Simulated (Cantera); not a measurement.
Feed: 1 mol CH3SiCl3, 0.058 mol C3H8, 160 mol H2, held at 1025 K and 5200 Pa.

Cantera equilibrium calculation (NASA polynomials, part measured and part estimated; ideal gas, pure solids and liquids). Candidate condensed phases: C, C6H6, C7H8, C8H18, Si, SiC; 109 gas species. The feed counts by its element totals alone. Rates play no part.

Base state: H2 0.981, HCl 0.0183, CH4 0.00110, SiCl4 2.00e-5 (mole fractions); condensed: SiC(s).

Question: What changes in the equilibrium state with this change: pressure from 5200 Pa to 133 Pa?

Answer: 
```json
[
 {"species": "H2", "before": "0.981", "after": "0.982"},
 {"species": "HCl", "before": "0.0183", "after": "0.0184"},
 {"species": "CH4", "before": "0.00110", "after": "9.44e-5"},
 {"species": "SiCl4", "before": "2.00e-5", "after": "1.56e-7"},
 {"species": "SiC(s), mol", "before": "0.995", "after": "1.000"},
 {"species": "C(graphite), mol", "before": "0", "after": "0.159"}
]
```

Question: What changes in the equilibrium state with this change: H2 from 160 to 8.7 mol?

Answer: 
```
species            before     after
----------------  -------  --------
H2                  0.981     0.827
HCl                0.0183     0.140
SiCl4             2.00e-5    0.0287
SiCl3             9.69e-7  0.000167
SiHCl3            9.20e-6   0.00146
SiCl2             9.83e-7   2.04e-5
CH4               0.00110   0.00261
SiC(s), mol         0.995     0.649
C(graphite), mol        0     0.495
```
The tables' values for SiCl3 are old estimates; treat these amounts as uncertain.
